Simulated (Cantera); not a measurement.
**Reactions in the system F-H-K-O**

Source: NASA polynomial tables (part measured, part estimated), evaluated in Cantera. Values are per mole of reaction as written; species without (g) are pure solids or liquids, kept so even where they would boil at 1 bar.

O3(g) + 3 KHF2 → 3 K(g) + 3 F2(g) + 3 OH(g)

| T (K) | ΔH° (kJ) | ΔS° (J/K) | ΔG° (kJ) | log10 K |
|---|---|---|---|---|
| 1275 | 2891.6 | 853.4 | 1803.6 | -73.89 |
| 1375 | 2881.9 | 846.0 | 1718.6 | -65.29 |
| 1475 | 2872.3 | 839.3 | 1634.4 | -57.88 |
| 1575 | 2862.7 | 833.0 | 1550.8 | -51.43 |
| 1675 | 2853.1 | 827.1 | 1467.8 | -45.77 |
| 1775 | 2843.5 | 821.5 | 1385.3 | -40.77 |
| 1875 | 2833.8 | 816.2 | 1303.5 | -36.31 |
| 1975 | 2823.9 | 811.1 | 1222.1 | -32.32 |
| 2075 | 2814.0 | 806.2 | 1141.2 | -28.73 |
| 2175 | 2804.0 | 801.4 | 1060.8 | -25.48 |
| 2275 | 2793.8 | 796.9 | 980.9 | -22.52 |
